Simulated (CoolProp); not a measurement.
R407C along the isobar 2.15 bar: density (kg/m³) from the reference equation and from simpler models built on Tc = 359.3 K, pc = 46.32 bar, ω = 0.363; each cubic takes its own stable root.

Computed with CoolProp (reference Helmholtz-energy equation of state, Lemmon 2003). It is a pseudo-pure fit of the blend.

```json
[
 {"T (K)": "235.1", "phase": "liquid", "reference": "1364"},
 {"T (K)": "259.8", "phase": "gas", "reference": "9.131"},
 {"T (K)": "264.8", "phase": "gas", "reference": "8.914"},
 {"T (K)": "269.7", "phase": "gas", "reference": "8.715"},
 {"T (K)": "274.6", "phase": "gas", "reference": "8.526"},
 {"T (K)": "279.6", "phase": "gas", "reference": "8.344"},
 {"T (K)": "284.5", "phase": "gas", "reference": "8.175"},
 {"T (K)": "289.5", "phase": "gas", "reference": "8.011"},
 {"T (K)": "294.4", "phase": "gas", "reference": "7.857"}
]
```

How far does each simpler model (van der Waals, Soave-Redlich-Kwong) lie from the reference over these 9 states: mean and median of the absolute difference, and the worst?


- van der Waals: mean 12.9 %, median 2.2 %, worst -99.3 % at 235.1 K and 2.15 bar
- Soave-Redlich-Kwong: mean 2.0 %, median 0.9 %, worst -10.6 % at 235.1 K and 2.15 bar

At some of these states van der Waals gives the other phase, because its saturation line lies elsewhere.
